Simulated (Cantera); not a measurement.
Mixture: 5.35 % CO, 8.03 % H2, 7.49 % CH4, 12.7 % O2, 66.4 % N2, at 0.800 bar, adiabatic and at constant pressure. Ignition delay is the time to a rise of 400 K.

Computed with Cantera and GRI-Mech 3.0 (53 species, 325 reactions).

**Question.** Predict: delay at 1223 K; delay at 1373 K; delay at 1523 K; delay at 1673 K; delay at 1823 K; apparent activation energy between 1673 and 1823 K.

**Answer.** 
| Item | Result |
|---|---|
| delay at 1223 K | 1.53 ms |
| delay at 1373 K | 0.491 ms |
| delay at 1523 K | 0.198 ms |
| delay at 1673 K | 96.0 µs |
| delay at 1823 K | 52.1 µs |
| apparent activation energy between 1673 and 1823 K | 100 kJ/mol |
